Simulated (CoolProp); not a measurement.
Vapour-liquid equilibrium of ethanol (1) + p-xylene (2) at 355.6 K; x and y are mole fractions of (1).

Values from CoolProp's multi-fluid Helmholtz-energy mixture model, Schroeder 2014 and Zhou 2012; pair parameters Bell 2016.

Task: Give the bubble pressure and the first vapour's composition at x = 0.425, 0.5, 0.8. Is there an azeotrope?

Result: x = 0.425: 0.09680 MPa, y = 0.845; x = 0.5: 0.09813 MPa, y = 0.850; x = 0.8: 0.1084 MPa, y = 0.905. No azeotrope shows between x = 0.05 and 0.95.

The pair parameters rest on a limited set of measurements; away from them the model extrapolates. With so large a gap from Raoult's law the liquid may split in two, which this calculation doesn't test in full.
